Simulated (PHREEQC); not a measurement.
A solution holds 0.002 mol HF and 2.4e-07 mol H4SiO4 per kg of water, at 94 °C. Closed to the air; pH follows from the charge balance.

Equilibrium calculation in PHREEQC: ion-association model, phreeqc.dat.

```
Property                        Result
--------------------  ----------------
pH                                3.30
ionic strength        0.000514 mol/kgw
specific conductance         602 µS/cm
total alkalinity          -2.00 meq/kg
```

```json
[
 {"species": "HF", "molality": "0.00148", "activity": "0.00148", "log γ": "0.000"},
 {"species": "H+", "molality": "0.000514", "activity": "0.000499", "log γ": "-0.013"},
 {"species": "F-", "molality": "0.000511", "activity": "0.000495", "log γ": "-0.013"},
 {"species": "HF2-", "molality": "3.08e-6", "activity": "2.98e-6", "log γ": "-0.013"},
 {"species": "H4SiO4", "molality": "2.40e-7", "activity": "2.40e-7", "log γ": "0.000"}
]
```

This is a speciation only: nothing precipitates in the calculation. At this temperature some constants are extrapolated from 25 °C, and those without enthalpy data are left unchanged. SiF6-2 is the database's only silicon fluoride.
